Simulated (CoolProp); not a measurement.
Vapour-liquid equilibrium of n-octane (1) + p-xylene (2) at 0.042 bar; x and y are mole fractions of (1).

Model: multi-fluid Helmholtz-energy mixture model, Beckmüller 2019 and Zhou 2012; pair parameters Bell 2016, in CoolProp.

**Question.** Give the bubble temperature and the first vapour's composition at x = 0.35, 0.5, 0.65. Is there an azeotrope?

**Answer.** x = 0.35: 317.0 K, y = 0.475; x = 0.5: 315.8 K, y = 0.603; x = 0.65: 314.9 K, y = 0.721. No azeotrope shows between x = 0.05 and 0.95.

The pair parameters rest on a limited set of measurements; away from them the model extrapolates.
